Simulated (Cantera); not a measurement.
**SiO₂ + C + H₂ (carbothermic reduction)**

A closed system holds: 1 mol SiO₂, a varied amount of C, 2.5 mol H₂, held at 1425 °C and 0.100 bar.

Method: chemical equilibrium by Gibbs-energy minimisation in Cantera with the NASA 1993 tables (ideal gas, pure condensed phases). Candidate condensed phases: C, C₆H₆, C₇H₈, C₈H₁₈, H₂O, Si, SiC, SiO₂; 123 gas species. Mutual solubility and eutectic melting of coexisting phases are not modelled. The tables hold silica as quartz up to 1696 K and as liquid above; real silica turns to tridymite and cristobalite and melts near 1996 K. Equilibrium is a limit: real reactors are often held back by kinetics, nucleation or transport.

From 0.99 mol C to 2.7 mol C the condensed part is SiC(s) + SiO₂(condensed). From 3.1 mol C to 4.1 mol C the condensed part is C(graphite) + SiC(s). The main Si-bearing gas is SiO throughout.

| n(C) (mol) | x H₂ | x CO | x SiO | x H | x H₂O | n SiC(s) | n SiO₂(condensed) | n C(graphite) |
|---|---|---|---|---|---|---|---|---|
| 0.99 | 0.750 | 0.211 | 0.0384 | 0.000396 | 5.16e-5 | 0.287 | 0.585 | 0 |
| 1.1 | 0.734 | 0.228 | 0.0374 | 0.000392 | 5.19e-5 | 0.324 | 0.548 | 0 |
| 1.3 | 0.707 | 0.257 | 0.0359 | 0.000384 | 5.20e-5 | 0.391 | 0.482 | 0 |
| 1.5 | 0.681 | 0.284 | 0.0348 | 0.000377 | 5.18e-5 | 0.458 | 0.415 | 0 |
| 1.7 | 0.657 | 0.309 | 0.0338 | 0.000371 | 5.14e-5 | 0.524 | 0.348 | 0 |
| 2 | 0.623 | 0.343 | 0.0326 | 0.000361 | 5.05e-5 | 0.623 | 0.246 | 0 |
| 2.3 | 0.593 | 0.375 | 0.0317 | 0.000352 | 4.95e-5 | 0.722 | 0.144 | 0 |
| 2.7 | 0.557 | 0.412 | 0.0307 | 0.000341 | 4.79e-5 | 0.854 | 0.00809 | 0 |
| 3.1 | 0.555 | 0.443 | 0.00180 | 0.000341 | 1.20e-5 | 0.992 | 0 | 0.116 |
| 3.6 | 0.555 | 0.443 | 0.00180 | 0.000341 | 1.20e-5 | 0.992 | 0 | 0.616 |
| 4.1 | 0.555 | 0.443 | 0.00180 | 0.000341 | 1.20e-5 | 0.992 | 0 | 1.12 |
x: gas mole fraction; n: condensed amount in mol.
